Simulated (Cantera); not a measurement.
A perfectly stirred reactor is fed with 87.7 % NH3, 12.3 % H2, at 3400 Pa; it is held at 1898 K, and followed from long to short residence time.

Computed with Cantera and the gas-phase N/H chemistry of the illustrative SiF4/NH3 mechanism in the Surface Chemkin manual (1991). Walls and surfaces, which speed up NH3 decomposition in real reactors, are not modelled.

x: mole fraction; the columns are a selection and need not sum to one.

```csv
τ (s),x NH3,x H2,x N2,x NH,x N,x NH2
8.2,0.139,0.664,0.197,5.87e-6,5.19e-7,0.000243
1.5,0.421,0.457,0.121,8.33e-6,4.81e-7,0.000518
0.26,0.737,0.225,0.0371,8.97e-6,3.59e-7,0.000757
0.046,0.850,(withheld),(withheld),(withheld),(withheld),(withheld)
0.0082,0.873,0.125,0.000835,5.97e-6,1.59e-7,0.000701
0.0015,0.877,0.123,(withheld),(withheld),(withheld),(withheld)
0.00026,0.877,0.123,4.55e-8,3.32e-8,8.13e-11,4.82e-5
```

Fill in the missing entries.


- 0.046, x H2: 0.143
- 0.046, x N2: 0.00702
- 0.046, x NH: 8.24e-6
- 0.046, x N: 2.62e-7
- 0.046, x NH2: 0.000819
- 0.0015, x N2: 1.56e-5
- 0.0015, x NH: 1.02e-6
- 0.0015, x N: 1.31e-8
- 0.0015, x NH2: 0.000269
